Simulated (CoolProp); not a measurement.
A simple Rankine cycle with c-C4F8 (RC318): condensing at 321.15 K, boiler at 1.56 MPa, turbine inlet 362 K, turbine efficiency 0.7, pump efficiency 0.8, no recuperator. Each further row changes one setting.

The numbers come from the reference Helmholtz-energy equation of state, Platzer 1990 in CoolProp. This equation is an older, rougher fit; its heat capacities, sound speeds and derivatives of the liquid may be far off and weren't checked against measurements.

| case | thermal efficiency (%) | net work (kJ/kg) | heat in (kJ/kg) | turbine exit temperature (K) | volume ratio over the turbine |
|---|---|---|---|---|---|
| as stated | 5.6 | 6.55 | 116 | 339.9 | 3.08 |
| turbine inlet 382 K | 5.5 | 7.54 | 138 | 362.8 | 2.86 |
| condensing temperature 313.15 K | (withheld) | 8.36 | 126 | 336.1 | 3.92 |
| boiler pressure 1.09 MPa | 3.7 | 4.58 | (withheld) | (withheld) | 1.90 |
| turbine efficiency 0.6 | (withheld) | 5.49 | 116 | 341.1 | 3.10 |

Problem. Fill in the missing entries.

Solution. 
- condensing temperature 313.15 K, thermal efficiency (%): 6.7
- boiler pressure 1.09 MPa, heat in (kJ/kg): 124
- boiler pressure 1.09 MPa, turbine exit temperature (K): 350.8
- turbine efficiency 0.6, thermal efficiency (%): 4.7
